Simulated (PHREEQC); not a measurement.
A solution holds 1.8 mol Na2CO3, 0.55 mol H3BO3 and 0.7 mol NaCl per kg of water, at 25 °C. Closed to the air; pH follows from the charge balance.

Model: Pitzer model, pitzer.dat, run in PHREEQC.

The ionic strength comes out as 5.78 mol/kgw. What activity coefficients do B(OH)4-, HCO3-, Na+, Cl-, OH- get?

B(OH)4- 0.21, HCO3- 0.24, Na+ 0.51, Cl- 0.61, OH- 0.76. Single-ion values are on the MacInnes scale.

This is a speciation only: nothing precipitates in the calculation. Examples of supersaturated solids here: Borax. Others may be too. In brines, pH and single-ion activities rest on the MacInnes convention.
